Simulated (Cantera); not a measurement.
# Equilibrium for hydrogen reduction and annealing atmospheres: FeS2 + H2 + H2O

A closed system holds: 1 mol FeS2, 1400 mol H2, 2.9 mol H2O, held at 650 K and 0.240 bar.

Method: chemical equilibrium by Gibbs-energy minimisation in Cantera with the NASA 1993 tables (ideal gas, pure condensed phases). Candidate condensed phases: Fe, FeO, Fe(OH)2, Fe(OH)3, FeS, FeSO4, FeS2, Fe2O3, Fe2(SO4)3, Fe3O4, H2O, H2SO4, S; 22 gas species. FeS: taken at fixed stoichiometry. The numbers say what is thermodynamically allowed, not how fast it happens.

```yaml
x(H2): 0.997
x(H2O): 0.00207
x(H2S): 0.000713
n(FeS(s)): 1.00 mol
gas_amount: 1403 mol
log10 activity of Fe(α) (absent): -1.67
log10 activity of S(l) (absent): -6.62
log10 activity of Fe(OH)2(s) (absent): -9.70
```
